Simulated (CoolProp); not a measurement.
Saturation properties of m-xylene.

The numbers come from the reference Helmholtz-energy equation of state, Zhou 2012 in CoolProp.

| T (°C) | p (MPa) | liquid density (kg/m³) | vapour density (kg/m³) | enthalpy of vaporisation (kJ/kg) | surface tension (mN/m) | liquid conductivity (mW/(m K)) |
|---|---|---|---|---|---|---|
| 209.85 | 0.4943 | 678.2 | 15.03 | 291.0 | 9.46 | 86.1 |
| 223.95 | 0.6385 | 660.6 | 19.44 | 279.0 | 8.23 | 83.7 |
| 237.95 | 0.8112 | 642.0 | 24.88 | 266.0 | 7.04 | 81.5 |
| 252.05 | 1.019 | 621.9 | 31.69 | 251.6 | 5.88 | 79.6 |
| 266.05 | 1.262 | 600.1 | 40.16 | 235.6 | 4.78 | 77.8 |
| 280.05 | 1.547 | 575.9 | 50.91 | 217.5 | 3.72 | 76.3 |
| 294.15 | 1.881 | 548.2 | 65.00 | 196.3 | 2.72 | 75.1 |
| 308.15 | 2.265 | 515.6 | 83.95 | 171.0 | 1.79 | 74.4 |
| 322.25 | 2.713 | 473.9 | 111.9 | 138.5 | 0.951 | 74.4 |

It boils at 139.1 °C under 1 atm.

Thermal conductivity comes from a separate model (Mylona 2014). Surface tension comes from a separate correlation (Mulero 2014).
